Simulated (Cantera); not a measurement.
Charge: 1 mol Cr2O3, 120 mol H2, 9.3 mol H2O, at 0.180 bar.

Equilibrium computed with Cantera from the NASA thermochemical tables; the gas is ideal and each condensed phase is pure. Candidate condensed phases: Cr, Cr2O3, H2O; 13 gas species. Equilibrium is a limit: real reactors are often held back by kinetics, nucleation or transport. All values below are at 2273 K.

Base state: H2 0.875, H2O 0.0911, H 0.0185, Cr 0.0138, CrO 0.00127, OH 0.000299, CrO2 4.40e-5 (mole fractions); condensed: gas only.

**Question.** What changes in the equilibrium state with this change: Cr2O3 replaced by CuO?

**Answer.** 
```csv
species,before,after
H2,0.875,0.895
H2O,0.0911,0.0780
H,0.0185,0.0187
Cr,0.0138,0
Cu,0,0.00760
CrO,0.00127,0
CrO2,4.40e-5,0
```
Further candidate phases: Cu, CuO, Cu(OH)2, Cu2O.
